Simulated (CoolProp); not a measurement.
Vapour-liquid equilibrium of ethylbenzene (1) + o-xylene (2) at 508.1 K; x and y are mole fractions of (1).

Values from CoolProp's multi-fluid Helmholtz-energy mixture model, Zhou 2012 and Zhou 2012; pair parameters Bell 2016.

```json
[
 {"x": "0.05", "bubble pressure (MPa)": "0.6942", "y at the bubble point": "0.056", "dew pressure at overall composition x (MPa)": "0.6935", "liquid density (mol/L)": "6.300"},
 {"x": "0.125", "bubble pressure (MPa)": "0.7029", "y at the bubble point": "0.140", "dew pressure at overall composition x (MPa)": "0.7014", "liquid density (mol/L)": "6.283"},
 {"x": "0.2", "bubble pressure (MPa)": "0.7121", "y at the bubble point": "0.222", "dew pressure at overall composition x (MPa)": "0.7096", "liquid density (mol/L)": "6.266"},
 {"x": "0.275", "bubble pressure (MPa)": "0.7214", "y at the bubble point": "0.303", "dew pressure at overall composition x (MPa)": "0.7181", "liquid density (mol/L)": "6.248"},
 {"x": "0.35", "bubble pressure (MPa)": "0.7308", "y at the bubble point": "0.381", "dew pressure at overall composition x (MPa)": "0.7270", "liquid density (mol/L)": "6.232"},
 {"x": "0.425", "bubble pressure (MPa)": "0.7402", "y at the bubble point": "0.458", "dew pressure at overall composition x (MPa)": "0.7361", "liquid density (mol/L)": "6.215"},
 {"x": "0.5", "bubble pressure (MPa)": "0.7496", "y at the bubble point": "0.533", "dew pressure at overall composition x (MPa)": "0.7454", "liquid density (mol/L)": "6.199"},
 {"x": "0.575", "bubble pressure (MPa)": "0.7588", "y at the bubble point": "0.606", "dew pressure at overall composition x (MPa)": "0.7548", "liquid density (mol/L)": "6.183"},
 {"x": "0.65", "bubble pressure (MPa)": "0.7677", "y at the bubble point": "0.678", "dew pressure at overall composition x (MPa)": "0.7643", "liquid density (mol/L)": "6.169"},
 {"x": "0.725", "bubble pressure (MPa)": "0.7764", "y at the bubble point": "0.748", "dew pressure at overall composition x (MPa)": "0.7736", "liquid density (mol/L)": "6.154"},
 {"x": "0.8", "bubble pressure (MPa)": "0.7847", "y at the bubble point": "0.818", "dew pressure at overall composition x (MPa)": "0.7826", "liquid density (mol/L)": "6.141"},
 {"x": "0.875", "bubble pressure (MPa)": "0.7926", "y at the bubble point": "0.886", "dew pressure at overall composition x (MPa)": "0.7913", "liquid density (mol/L)": "6.129"},
 {"x": "0.95", "bubble pressure (MPa)": "0.7999", "y at the bubble point": "0.954", "dew pressure at overall composition x (MPa)": "0.7995", "liquid density (mol/L)": "6.117"}
]
```

No azeotrope shows between x = 0.05 and 0.95.

The pair parameters rest on a limited set of measurements; away from them the model extrapolates.
